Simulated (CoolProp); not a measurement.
Isobutane along the isobar 13.8 bar: Z from the reference equation and from simpler models built on Tc = 407.8 K, pc = 36.29 bar, ω = 0.184; each cubic takes its own stable root.

The numbers come from the reference Helmholtz-energy equation of state, Bücker 2006 in CoolProp.

```json
[
 {"T (K)": "356.8", "phase": "gas", "reference": "0.7479"},
 {"T (K)": "370.4", "phase": "gas", "reference": "0.7878"},
 {"T (K)": "384.1", "phase": "gas", "reference": "0.8182"},
 {"T (K)": "397.8", "phase": "gas", "reference": "0.8422"},
 {"T (K)": "411.4", "phase": "gas", "reference": "0.8616"},
 {"T (K)": "425.1", "phase": "gas", "reference": "0.8778"},
 {"T (K)": "438.8", "phase": "gas", "reference": "0.8916"},
 {"T (K)": "452.5", "phase": "gas", "reference": "0.9033"},
 {"T (K)": "466.1", "phase": "gas", "reference": "0.9133"},
 {"T (K)": "479.8", "phase": "gas", "reference": "0.9222"},
 {"T (K)": "493.5", "phase": "gas", "reference": "0.9299"},
 {"T (K)": "507.1", "phase": "gas", "reference": "0.9366"}
]
```

Task: How far does each simpler model (Soave-Redlich-Kwong, Peng-Robinson) lie from the reference over these 12 states: mean and median of the absolute difference, and the worst?

Result: 
- Soave-Redlich-Kwong: mean 0.3 %, median 0.1 %, worst +1.4 % at 356.8 K and 13.8 bar
- Peng-Robinson: mean 1.3 %, median 1.3 %, worst -1.6 % at 397.8 K and 13.8 bar
